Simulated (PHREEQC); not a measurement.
Hard or scaling water: an equilibrium model

Make-up at 8.7 °C: 0.03 mol MgCl2, 0.00038 mol Na2SO4 and 2.9e-07 mol H4SiO4 per kg of water. Closed to the air; pH follows from the charge balance.

Model: ion-association model, wateq4f.dat, run in PHREEQC.

Each row changes one thing in this solution. This is a speciation only: nothing precipitates in the calculation.

```tsv
case	pH	SO4-2 (mol/kgw)	NaSO4- (mol/kgw)	HSO4- (mol/kgw)	SI of Halite (NaCl)	SI of Mirabilite (Na2SO4:10H2O)
as made	6.95	0.000219	2.92e-7	8.61e-10	-6.09	-8.59
H4SiO4 from 2.9e-07 to 2.9e-08 mol/kgw	6.95	0.000219	2.92e-7	8.61e-10	-6.09	-8.59
temperature from 8.7 to 65 °C	5.97	0.000112	1.91e-7	1.49e-8	-6.24	-11.39
H4SiO4 left out	6.95	0.000219	2.92e-7	8.61e-10	-6.09	-8.59
temperature from 8.7 to 35 °C	6.44	0.000160	2.44e-7	3.44e-9	-6.16	-10.01
MgCl2 replaced by AlCl3 at the same molality	3.73	6.90e-5	7.34e-8	3.76e-7	-5.97	-9.24
```

Complexes and solids missing from the database can't appear. Away from 25 °C the constants follow the database's enthalpies or fits; those with neither stay at their 25 °C values.
